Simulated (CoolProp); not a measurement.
Chlorine at 298.15 K and 0.236 MPa is throttled through a valve to 0.0889 MPa with no heat exchange. Each further row changes one setting.

Computed with CoolProp (reference Helmholtz-energy equation of state, Thol 2021).

```
case                        temperature change (K)  final density (kg/m³)
--------------------------  ----------------------  ---------------------
as stated                                     -4.5                   2.61
outlet pressure 0.0267 MPa                    -6.4                  0.783
outlet pressure 0.116 MPa                     -3.6                   3.41
```
